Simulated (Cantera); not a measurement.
Feed: 1 mol CO₂, 0.82 mol H₂O, 4.2 mol H₂, held at 1227 °C and 2.48 Torr.

Equilibrium computed with Cantera from the NASA thermochemical tables; the gas is ideal and each condensed phase is pure. Candidate condensed phases: C, C₆H₆, C₇H₈, C₈H₁₈, H₂O; 110 gas species. The numbers say what is thermodynamically allowed, not how fast it happens.

Base state: H₂ 0.558, H₂O 0.276, CO 0.139, CO₂ 0.0266, H 0.000229 (mole fractions); condensed: gas only.

**Question.** What changes in the equilibrium state with this change: 0.018 mol NH₃ added?

**Answer.** 
```csv
species,before,after
H₂,0.558,0.559
H₂O,0.276,0.274
CO,0.139,0.139
N₂,0,0.00149
CO₂,0.0266,0.0263
H,0.000229,0.000229
```
